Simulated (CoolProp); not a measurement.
The numbers come from the reference Helmholtz-energy equation of state, Colonna 2008 in CoolProp. It is a short technical equation, of lower accuracy than the large ones.

Problem. For dodecamethylcyclohexasiloxane (D6), give the phase and the cp (kJ/(kg K)), Joule-Thomson coefficient (K/MPa) at 181.45 °C and 0.885 MPa.

Solution. 
- 181.45 °C and 0.885 MPa: liquid; cp 1.89, Joule-Thomson coefficient -0.208
